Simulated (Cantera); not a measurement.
# Thermodynamics of boron, boron nitride and boron oxide, feed B + O2 + N2

Charge: 1 mol B, 0.36 mol O2, 8 mol N2, held at 1798 K and 0.240 Torr.

Equilibrium computed with Cantera from the NASA thermochemical tables; the gas is ideal and each condensed phase is pure. Candidate condensed phases: B, BN, B2O3; 17 gas species. Kinetics and transport are ignored.

```json
{
  "x(N2)": "0.943",
  "x(BO)": "0.0289",
  "x(B2O2)": "0.0257",
  "x(B2O3)": "0.00206",
  "x(B2O)": "2.78e-5",
  "x(BO2)": "1.37e-6",
  "x(B)": "1.15e-6",
  "n(BN(s))": "0.297 mol",
  "gas_amount": "8.323 mol",
  "log10 activity of B(s) (absent)": "-0.93"
}
```
